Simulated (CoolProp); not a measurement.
Model: reference Helmholtz-energy equation of state, Jacobsen 1992, in CoolProp.

Q: For R11, give the phase and the density (kg/m³), cp (kJ/(kg K)), speed of sound (m/s), Joule-Thomson coefficient (K/MPa) at 294.1 K and 20.1 MPa.

A: 
- 294.1 K and 20.1 MPa: liquid; density 1530, cp 0.852, speed of sound 857, Joule-Thomson coefficient -0.473
